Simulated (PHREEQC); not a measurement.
Model water analysis in mg/L, 25 °C, pH 2.25, pe 11.9: Na 176; K 2.26; Ca 53.4; Mg 35.1; Cl 146; S(6) as SO4 998; Mn(2) 0.248; Br 0.11; N(5) as NO3 21.9; Cu(2) 0.179.

Cl is adjusted to close the charge balance.
Valence states are taken as typed.

Model: ion-association model, phreeqc.dat, run in PHREEQC.

```tsv
quantity	before	after
ionic strength (mol/kgw)	0.0268	0.0328
SO4-2 (mol/kgw)	0.00698	0.00662
HSO4- (mol/kgw)	0.00243	0.00222
Mg+2 (mol/kgw)	0.000967	0.00101
Ca+2 (mol/kgw)	0.000963	0.00300
MgSO4 (mol/kgw)	0.000479	0.000432
SI of Gypsum (CaSO4:2H2O)	-1.12	-0.69
SI of Halite (NaCl)	-6.84	-6.05
```

Question: Name the change that produced these shifts.
(A) Br from 0.11 to 0.33 mg/L
(B) Ca from 53.4 to 160 mg/L
(C) temperature from 25 to 50 °C at the same typed pH

Answer: B, Ca from 53.4 to 160 mg/L

No solid was allowed to form.
